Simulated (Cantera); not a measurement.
Charge: 1 mol C2H4, 0.15 mol O2, at 9.00 mbar.

Equilibrium computed with Cantera from the NASA thermochemical tables; the gas is ideal and each condensed phase is pure. Candidate condensed phases: C, C6H6, C7H8, C8H18, H2O; 131 gas species. Ions and electrons are included (thermal ionisation). Rates play no part.

At 2750 K, list the 6 most abundant gas species with their mole fractions, and the condensed phases.

H 0.466, H2 0.418, CO 0.0996, C2H2 (acetylene) 0.0118, C3 0.00187, C2H 0.00152. Condensed: C(graphite).
